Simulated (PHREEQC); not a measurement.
# Nickel, zinc or cadmium bath (model solution)

Make-up at 20 °C: 170 mmol/kgw ZnCl2, 0.055 mmol/kgw KCl and 48 mmol/kgw MnSO4. Closed to the air; pH follows from the charge balance.

Model: ion-association model, phreeqc.dat, run in PHREEQC.

Precipitation was switched off in this run.

Predict the pH, density, ionic strength.

pH 4.99; density 1.026 g/cm³; ionic strength 0.528 mol/kgw.

In which forms is S present?

ZnSO4 42 %, SO4-2 38 %, Zn(SO4)2-2 10 %, MnSO4 9.2 % of the S.
